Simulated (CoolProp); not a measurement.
Hydrogen sulfide along the isotherm 207.1 K: density (kg/m³) from the reference equation and from simpler models built on Tc = 373.1 K, pc = 8999 kPa, ω = 0.101; each cubic takes its own stable root.

The numbers come from the reference Helmholtz-energy equation of state, Lemmon 2006 in CoolProp. It is a short technical equation, of lower accuracy than the large ones.

```csv
p (kPa),phase,reference,van der Waals,Redlich-Kwong,Peng-Robinson
142,liquid,959.3,2.863,928.0,1048
230,liquid,959.4,4.694,928.0,1048
371,liquid,959.5,7.726,928.2,1048
600,liquid,959.7,627.6,928.4,1049
969,liquid,960.0,628.2,928.8,1049
1570,liquid,960.6,629.0,929.3,1049
2530,liquid,961.4,630.3,930.2,1050
4090,liquid,962.8,632.4,931.7,1052
6600,liquid,965.0,635.6,934.0,1054
10700,liquid,968.4,640.4,937.6,1057
17200,liquid,973.7,647.1,943.0,1062
```

At some of these states van der Waals gives the other phase, because its saturation line lies elsewhere.
